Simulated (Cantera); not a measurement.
What does this Cantera script print?

```python
import numpy as np
import cantera as ct

gas = ct.Solution("gri30.yaml")


def delay(T, t_max=10):
    gas.TPX = T, 270000, {'CH4': 1, 'CO': 0.14, 'O2': 4.06, 'N2': 15.3, 'H2O': 6.1}
    reactor = ct.IdealGasConstPressureReactor(gas, clone=False)
    net = ct.ReactorNet([reactor])
    net.rtol, net.atol = 1e-8, 1e-16
    while net.time < t_max:
        t_old, T_old = net.time, reactor.T
        net.step()
        if reactor.T > T + 400:  # ignition: a rise of 400 K
            return t_old + (T + 400 - T_old) / (reactor.T - T_old) * (net.time - t_old)
    return np.nan


taus = []
for T in [1150, 1200, 1250, 1300, 1350, 1400, 1450, 1500]:
    taus.append(delay(T))
    print(f"T0 = {T:6g} K   tau = {taus[-1]:.4e} s")
```

Result:

```
T0 =   1150 K   tau = 3.5253e-02 s
T0 =   1200 K   tau = 1.8239e-02 s
T0 =   1250 K   tau = 9.8218e-03 s
T0 =   1300 K   tau = 5.4454e-03 s
T0 =   1350 K   tau = 3.0842e-03 s
T0 =   1400 K   tau = 1.7766e-03 s
T0 =   1450 K   tau = 1.0396e-03 s
T0 =   1500 K   tau = 6.1932e-04 s
```

Computed with Cantera and GRI-Mech 3.0 (53 species, 325 reactions).
